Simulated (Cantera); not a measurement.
# Thermodynamics of titanium nitride, carbide and oxide coatings, feed Ti + O2 + H2O

Input: 1 mol Ti, 2.2 mol O2, 0.83 mol H2O, equilibrated at 1475 K and 0.133 bar.

Method: chemical equilibrium by Gibbs-energy minimisation in Cantera with the NASA 1993 tables (ideal gas, pure condensed phases). Candidate condensed phases: H2O, Ti, TiO, TiO2, Ti2O3, Ti3O5, Ti4O7; 12 gas species. Gases not in the tables: TiO(OH)2. Kinetics and transport are ignored.

```yaml
x(O2): 0.591
x(H2O): 0.409
x(OH): 0.000272
x(O): 6.04e-6
x(H2): 1.96e-6
n(TiO2(rutile)): 1.00 mol
gas_amount: 2.030 mol
log10 activity of Ti4O7(s) (absent): -7.20
log10 activity of Ti3O5(s) (absent): -7.34
log10 activity of Ti2O3(s) (absent): -7.85
```
